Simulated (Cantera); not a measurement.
An isothermal, constant-pressure homogeneous reactor starts with C2H4 : H2 = 1 : 9.5 (molar parts), at 1700 K and 3.08 Torr. Integrator tolerance rtol = 1e-08.

Computed with Cantera and GRI-Mech 3.0 (53 species, 325 reactions). GRI-Mech 3.0 was tuned for natural gas; its chemistry of ethylene as a main component is partial and can be far from experiment. GRI-Mech 3.0 stops at C3 and has no aromatics, soot or wall deposition, so with more carbon than oxygen in the feed, carbon stays in small species such as C2H2 where larger ones or solid carbon would form. Radical loss at walls, strong at low pressure, is not modelled.

**Question.** What does this change do: C2H4 1 to 2.4 parts?

**Answer.** 
| quantity | before | after |
|---|---|---|
| x(C2H4) at 4.00 s | 1.61e-5 (gas-phase equilibrium 1.57e-5) | 2.76e-5 (gas-phase equilibrium 2.76e-5) |
| x(H2) at 4.00 s | 0.911 (gas-phase equilibrium 0.911) | 0.830 (gas-phase equilibrium 0.830) |
| x(C2H2) at 4.00 s | 0.0869 (gas-phase equilibrium 0.0868) | 0.168 (gas-phase equilibrium 0.168) |
| x(H) at 4.00 s | 0.00198 (gas-phase equilibrium 0.00221) | 0.00209 (gas-phase equilibrium 0.00211) |
| x(CH2) at 4.00 s | 1.01e-9 (gas-phase equilibrium 1.64e-8) | 2.65e-9 (gas-phase equilibrium 2.18e-8) |
| x(CH4) at 4.00 s | 9.85e-6 (gas-phase equilibrium 0.000133) | 1.95e-5 (gas-phase equilibrium 0.000161) |
| x(C2H6) at 4.00 s | 4.74e-11 (gas-phase equilibrium 1.32e-10) | 7.45e-11 (gas-phase equilibrium 2.12e-10) |
